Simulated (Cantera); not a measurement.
An adiabatic, constant-volume homogeneous reactor starts with H₂ : O₂ : N₂ = 1 : 0.227 : 0.855 (molar parts), equivalence ratio 2.2, at 1550 K and 110000 Pa.

Model: GRI-Mech 3.0 (53 species, 325 reactions), integrated in Cantera.

One state of this run: T (K) = 2934; P (bar) = 1.92; x H₂ = 0.270; x O₂ = 0.000447; x NO₂ = 5.93e-8; x H = 0.0485; x H₂O₂ = 1.01e-7; x NO = 0.00153. x: mole fraction; the columns are a selection and need not sum to one.

Which value of t (s) does it belong to?
A. 0.00268
B. 8.20e-5
C. 1.43e-5
D. 3.43e-5

A, 0.00268
